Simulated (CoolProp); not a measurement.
Saturation properties of nitrogen.

Computed with CoolProp (reference Helmholtz-energy equation of state, Span 2000).

```json
[
 {"T (K)": "78.2", "p (kPa)": "111.8", "enthalpy of vaporisation (kJ/kg)": "198.1", "liquid cp (kJ/(kg K))": "2.046", "liquid viscosity (µPa s)": "155", "vapour viscosity (µPa s)": "5.51"},
 {"T (K)": "82.8", "p (kPa)": "184.0", "enthalpy of vaporisation (kJ/kg)": "191.8", "liquid cp (kJ/(kg K))": "2.074", "liquid viscosity (µPa s)": "131", "vapour viscosity (µPa s)": "5.88"},
 {"T (K)": "87.4", "p (kPa)": "286.5", "enthalpy of vaporisation (kJ/kg)": "…", "liquid cp (kJ/(kg K))": "…", "liquid viscosity (µPa s)": "112", "vapour viscosity (µPa s)": "6.26"},
 {"T (K)": "92", "p (kPa)": "…", "enthalpy of vaporisation (kJ/kg)": "177.0", "liquid cp (kJ/(kg K))": "2.166", "liquid viscosity (µPa s)": "96.5", "vapour viscosity (µPa s)": "6.66"},
 {"T (K)": "96.6", "p (kPa)": "609.9", "enthalpy of vaporisation (kJ/kg)": "…", "liquid cp (kJ/(kg K))": "2.242", "liquid viscosity (µPa s)": "83.8", "vapour viscosity (µPa s)": "7.09"},
 {"T (K)": "101.2", "p (kPa)": "845.0", "enthalpy of vaporisation (kJ/kg)": "158.2", "liquid cp (kJ/(kg K))": "2.350", "liquid viscosity (µPa s)": "73.1", "vapour viscosity (µPa s)": "…"},
 {"T (K)": "105.8", "p (kPa)": "1139", "enthalpy of vaporisation (kJ/kg)": "146.7", "liquid cp (kJ/(kg K))": "2.512", "liquid viscosity (µPa s)": "63.7", "vapour viscosity (µPa s)": "8.08"},
 {"T (K)": "110.4", "p (kPa)": "1500", "enthalpy of vaporisation (kJ/kg)": "133.0", "liquid cp (kJ/(kg K))": "…", "liquid viscosity (µPa s)": "55.3", "vapour viscosity (µPa s)": "8.68"},
 {"T (K)": "115", "p (kPa)": "1937", "enthalpy of vaporisation (kJ/kg)": "…", "liquid cp (kJ/(kg K))": "3.240", "liquid viscosity (µPa s)": "47.3", "vapour viscosity (µPa s)": "9.44"},
 {"T (K)": "119.6", "p (kPa)": "2461", "enthalpy of vaporisation (kJ/kg)": "94.35", "liquid cp (kJ/(kg K))": "4.337", "liquid viscosity (µPa s)": "39.2", "vapour viscosity (µPa s)": "10.5"}
]
```

Problem. Complete the blanks.

Solution. 
- 87.4, enthalpy of vaporisation (kJ/kg): 184.8
- 87.4, liquid cp (kJ/(kg K)): 2.112
- 92, p (kPa): 426.2
- 96.6, enthalpy of vaporisation (kJ/kg): 168.2
- 101.2, vapour viscosity (µPa s): 7.55
- 110.4, liquid cp (kJ/(kg K)): 2.772
- 115, enthalpy of vaporisation (kJ/kg): 116.3

It boils at 77.4 K under 1 atm.

Viscosity comes from a separate model (Lemmon 2004).
